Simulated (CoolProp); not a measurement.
Computed with CoolProp (reference Helmholtz-energy equation of state, Penoncello 2003).

Question: For CHF3 (R23), give the phase and the Joule-Thomson coefficient (K/MPa), viscosity (µPa s) at -139.95 °C and 1.19 MPa; -119.15 °C and 0.362 MPa; 100.15 °C and 0.18 MPa.

Answer: 
- -139.95 °C and 1.19 MPa: liquid; Joule-Thomson coefficient -0.370, viscosity 1160
- -119.15 °C and 0.362 MPa: liquid; Joule-Thomson coefficient -0.348, viscosity 637
- 100.15 °C and 0.18 MPa: gas; Joule-Thomson coefficient 6.74, viscosity 18.4

Viscosity comes from a separate model (Shan 2000).
